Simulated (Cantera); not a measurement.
**Si3H8 + HCl + N2 (silicon epitaxy and polysilicon growth)**

Input: 1 mol Si3H8, 0.13 mol HCl, 4.5 mol N2, at 1623 K and 1 atm.

These are equilibrium values from Cantera (NASA tables, ideal gas, pure condensed phases), not measurements of a reactor. Candidate condensed phases: NH4Cl, Si, Si3N4; 28 gas species. The feed counts by its element totals alone. Rates play no part.

* **x(H2)**: 0.603
* **x(N2)**: 0.377
* **x(HCl)**: 0.0196
* **x(H)**: 5.33e-5
* **x(SiCl2)**: 2.44e-5
* **x(NH3)**: 1.28e-5
* **x(Cl)**: 1.36e-6
* **n(Si3N4(s))**: 1.000 mol
* **gas amount**: 6.630 mol
* **log10 activity of Si(s) (absent)**: -1.96
